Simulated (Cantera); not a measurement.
## Equilibrium for tantalum, niobium, vanadium and zirconium in process gases: Ta + H2O + O2

A closed system holds: 1 mol Ta, 0.13 mol H2O, 0.36 mol O2, at 2477 °C and 0.000460 bar.

These are equilibrium values from Cantera (NASA tables, ideal gas, pure condensed phases), not measurements of a reactor. Candidate condensed phases: H2O, Ta, Ta2O5; 12 gas species. Condensed phases not in the tables: N, O or C dissolved in the metal. The numbers say what is thermodynamically allowed, not how fast it happens.

The x(TaO) is 0.479. The x(H) comes out as 0.276, the x(TaO2) is 0.234 and the x(H2) comes out as 0.00748. The x(O) comes out as 0.00312, the x(OH) is 0.000134 and the x(Ta) is 6.97e-5. The x(H2O) comes out as 1.35e-5, the x(O2) is 2.26e-6 and the n(Ta(s)) is 0.362 mol. The gas amount comes out as 0.8937 mol and the log10 activity of Ta2O5(l) (absent) is -4.25.
